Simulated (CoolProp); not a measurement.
Computed with CoolProp (reference Helmholtz-energy equation of state, Lemmon 2005). It is a short technical equation, of lower accuracy than the large ones.

Q: Give the vapour pressure (MPa), liquid density (kg/m³), enthalpy of vaporisation (kJ/kg), liquid cp (kJ/(kg K)) of saturated 1-butene at 205.2, 284.2, 295.5 K.

A: 
| T (K) | p (MPa) | liquid density (kg/m³) | enthalpy of vaporisation (kJ/kg) | liquid cp (kJ/(kg K)) |
|---|---|---|---|---|
| 205.2 | 0.00387 | 693 | 446 | 1.98 |
| 284.2 | 0.190 | 605 | 375 | 2.24 |
| 295.5 | 0.274 | 591 | 363 | 2.30 |
